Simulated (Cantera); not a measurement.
# Equilibrium for fluorocarbon and chlorocarbon gases: CCl4 + F2 + H2

Input: 1 mol CCl4, 0.45 mol F2, a varied amount of H2, at 0.220 bar.

Cantera equilibrium calculation (NASA polynomials, part measured and part estimated; ideal gas, pure solids and liquids). Candidate condensed phases: C, C6H6, C7H8, C8H18; 118 gas species. The numbers say what is thermodynamically allowed, not how fast it happens.

Stable condensed phases:

```
T in K \ n(H2) in mol
         2.3 3.2 4.4 6.2 8.6  12  17
   3148    A   A   A   A   B   B   B
   2948    A   A   A   A   A   A   B
   2748    A   A   A   A   A   A   A
   2548    A   A   A   A   A   A   A
   2348    A   A   A   A   A   A   A
   2148    A   A   A   A   A   A   A
   1948    A   A   A   A   A   A   A
   1748    A   A   A   A   A   A   A
   1548    A   A   A   A   A   A   A
   1348    A   A   A   A   A   A   A
   1148    A   A   A   A   A   A   A
    948    A   A   A   A   A   A   A
```

A: C; B: gas only.
